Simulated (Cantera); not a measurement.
**N2O furnace oxynitridation**

A perfectly stirred reactor is fed with N2O : H2O = 1 : 0.011 (molar parts), at 0.0263 atm; it is held at 1273 K, and followed from long to short residence time.

Detailed kinetics in Cantera: GRI-Mech 3.0 (53 species, 325 reactions). GRI-Mech 3.0 was tuned for natural gas; its chemistry of N2O as a main component is partial and can be far from experiment. Radical loss at walls, strong at low pressure, is not modelled. The mechanism lacks the step 2 NO + O2 → 2 NO2, which can matter for NO2 below about 1400 K. The temperature is held fixed by assumption; the heat of reaction is taken as removed at once.

| τ (s) | x N2O | x H2O | x HO2 | x H2 | x NO2 | x H2O2 |
|---|---|---|---|---|---|---|
| 0.76 | 0.922 | 0.0106 | 9.93e-7 | 3.32e-8 | 0.000304 | 2.67e-9 |
| 0.39 | 0.953 | 0.0107 | 1.53e-6 | 3.68e-8 | 0.000228 | 5.52e-9 |
| 0.20 | 0.970 | 0.0108 | 2.18e-6 | 4.01e-8 | 0.000145 | 1.06e-8 |
| 0.10 | 0.980 | 0.0108 | 2.91e-6 | 4.01e-8 | 7.50e-5 | 1.84e-8 |
| 0.052 | 0.984 | 0.0109 | 3.48e-6 | 3.41e-8 | 3.26e-5 | 2.59e-8 |
| 0.027 | 0.987 | 0.0109 | 3.61e-6 | 2.37e-8 | 1.11e-5 | 2.75e-8 |
| 0.014 | 0.988 | 0.0109 | 2.98e-6 | 1.30e-8 | 2.78e-6 | 1.81e-8 |
| 0.0070 | 0.988 | 0.0109 | 1.71e-6 | 5.02e-9 | 4.22e-7 | 5.62e-9 |
x: mole fraction; the columns are a selection and need not sum to one.
